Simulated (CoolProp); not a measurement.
Methane at 293.15 K and 10.4 MPa is throttled through a valve to 0.559 MPa with no heat exchange. Each further row changes one setting.

Computed with CoolProp (reference Helmholtz-energy equation of state, Setzmann 1991).

```json
[
 {"case": "as stated", "temperature change (K)": "[?]", "final density (kg/m³)": "[?]"},
 {"case": "outlet pressure 0.168 MPa", "temperature change (K)": "[?]", "final density (kg/m³)": "[?]"},
 {"case": "outlet pressure 0.727 MPa", "temperature change (K)": "[?]", "final density (kg/m³)": "[?]"}
]
```

Complete the blanks.


- as stated, temperature change (K): -47.0
- as stated, final density (kg/m³): 4.47
- outlet pressure 0.168 MPa, temperature change (K): -49.5
- outlet pressure 0.168 MPa, final density (kg/m³): 1.34
- outlet pressure 0.727 MPa, temperature change (K): -46.0
- outlet pressure 0.727 MPa, final density (kg/m³): 5.81
